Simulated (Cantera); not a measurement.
Feed: 1 mol Si3N4, a varied amount of O2, 220 mol N2, held at 1725 °C and 5.80 bar.

Equilibrium computed with Cantera from the NASA thermochemical tables; the gas is ideal and each condensed phase is pure. Candidate condensed phases: Si, SiO2, Si2N2O, Si3N4; 16 gas species. Mutual solubility and eutectic melting of coexisting phases are not modelled. Rates play no part.

Problem. Which condensed phases are stable at each of these points (n(O2) (mol)): 0.0079, 0.012, 0.019, 0.028, 0.043, 0.067, 0.1, 0.16, 0.24?

Solution. 
```json
[
 {"n(O2) (mol)": "0.0079", "condensed phases": "Si3N4(s)", "Si condensed (%)": "99.5"},
 {"n(O2) (mol)": "0.012", "condensed phases": "Si3N4(s)", "Si condensed (%)": "99.2"},
 {"n(O2) (mol)": "0.019", "condensed phases": "Si3N4(s)", "Si condensed (%)": "98.7"},
 {"n(O2) (mol)": "0.028", "condensed phases": "Si3N4(s)", "Si condensed (%)": "98.1"},
 {"n(O2) (mol)": "0.043", "condensed phases": "Si2N2O(s) + Si3N4(s)", "Si condensed (%)": "97.9"},
 {"n(O2) (mol)": "0.067", "condensed phases": "Si2N2O(s) + Si3N4(s)", "Si condensed (%)": "97.9"},
 {"n(O2) (mol)": "0.1", "condensed phases": "Si2N2O(s) + Si3N4(s)", "Si condensed (%)": "97.9"},
 {"n(O2) (mol)": "0.16", "condensed phases": "Si2N2O(s) + Si3N4(s)", "Si condensed (%)": "97.9"},
 {"n(O2) (mol)": "0.24", "condensed phases": "Si2N2O(s) + Si3N4(s)", "Si condensed (%)": "97.9"}
]
```

From 0.0079 mol O2 to 0.028 mol O2 the condensed part is Si3N4(s). From 0.043 mol O2 to 0.24 mol O2 the condensed part is Si2N2O(s) + Si3N4(s).
